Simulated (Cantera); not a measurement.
An isothermal, constant-pressure homogeneous reactor starts with NH3 : H2 = 1 : 0.61 (molar parts), at 1550 K and 1.01 bar. Integrator tolerance rtol = 1e-08.

Model: the gas-phase N/H chemistry of the illustrative SiF4/NH3 mechanism in the Surface Chemkin manual (1991), integrated in Cantera. Walls and surfaces, which speed up NH3 decomposition in real reactors, are not modelled.

**Question.** What does this change do: pressure from 1.01 bar to 0.0130 bar?

**Answer.** 
| quantity | before | after |
|---|---|---|
| x(NH3) at 50.0 s | 0.185 (gas-phase equilibrium 1.70e-5) | 0.533 (gas-phase equilibrium 2.18e-7) |
| x(H2) at 50.0 s | 0.681 (gas-phase equilibrium 0.808) | 0.440 (gas-phase equilibrium 0.808) |
| x(H) at 50.0 s | 2.27e-5 (gas-phase equilibrium 2.83e-5) | 2.86e-5 (gas-phase equilibrium 0.000250) |
| x(N) at 50.0 s | 8.41e-10 (gas-phase equilibrium <1e-12) | 1.62e-8 (gas-phase equilibrium <1e-12) |
| x(NH2) at 50.0 s | 1.41e-5 (gas-phase equilibrium 1.37e-9) | 7.95e-5 (gas-phase equilibrium 1.55e-10) |
| x(N2H4) at 50.0 s | 1.11e-8 (gas-phase equilibrium <1e-12) | 4.47e-9 (gas-phase equilibrium <1e-12) |

**Question.** What does this change do: temperature 1550 to 1298 K?

**Answer.** 
```
quantity                                            before                                     after
-----------------  ---------------------------------------  ----------------------------------------
x(NH3) at 50.0 s     0.185 (gas-phase equilibrium 1.70e-5)     0.618 (gas-phase equilibrium 3.96e-5)
x(H2) at 50.0 s        0.681 (gas-phase equilibrium 0.808)       0.381 (gas-phase equilibrium 0.808)
x(H) at 50.0 s     2.27e-5 (gas-phase equilibrium 2.83e-5)   6.35e-7 (gas-phase equilibrium 9.63e-7)
x(N) at 50.0 s     8.41e-10 (gas-phase equilibrium <1e-12)   2.84e-12 (gas-phase equilibrium <1e-12)
x(NH2) at 50.0 s   1.41e-5 (gas-phase equilibrium 1.37e-9)  1.86e-6 (gas-phase equilibrium 8.52e-11)
x(N2H4) at 50.0 s   1.11e-8 (gas-phase equilibrium <1e-12)    1.26e-8 (gas-phase equilibrium <1e-12)
```
